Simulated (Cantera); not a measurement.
Mixture: H2 : O2 : N2 = 1 : 0.556 : 3.11 (molar parts), equivalence ratio 0.90, at 500000 Pa, adiabatic and at constant volume. Ignition delay is the time to a rise of 400 K.

Model: GRI-Mech 3.0 (53 species, 325 reactions), integrated in Cantera. The hydrogen kinetics of GRI-Mech 3.0 are dated; newer H2 mechanisms differ, most at raised pressure. Below about 950 K walls govern HO2 and H2O2 in real vessels.

Question: What does this change do: constant pressure in place of constant volume?

Answer: 
| quantity | before | after |
|---|---|---|
| delay at 850 K | 0.904 s | 1.00 s |
| delay at 925 K | 98.0 ms | 0.107 s |
| delay at 1000 K | 12.7 ms | 13.5 ms |
| delay at 1075 K | 1.43 ms | 1.47 ms |
| delay at 1150 K | 50.8 µs | 51.9 µs |
| delay at 1225 K | 14.7 µs | 15.3 µs |
